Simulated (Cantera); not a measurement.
# Sublimation and decomposition of ceramics: MgO + N2

Feed: 1 mol MgO, 0.012 mol N2, at 2223 K and 0.100 bar.

These are equilibrium values from Cantera (NASA tables, ideal gas, pure condensed phases), not measurements of a reactor. Candidate condensed phases: Mg, MgO; 13 gas species. The numbers say what is thermodynamically allowed, not how fast it happens.

```
Quantity                                Value
--------------------------------  -----------
x(N2)                                   0.998
x(Mg)                                0.000865
x(NO)                                0.000416
x(O2)                                0.000162
x(O)                                 0.000126
x(MgO)                                1.06e-5
n(MgO(s))                           1.000 mol
gas amount                        0.01202 mol
log10 activity of Mg(l) (absent)        -5.88
```
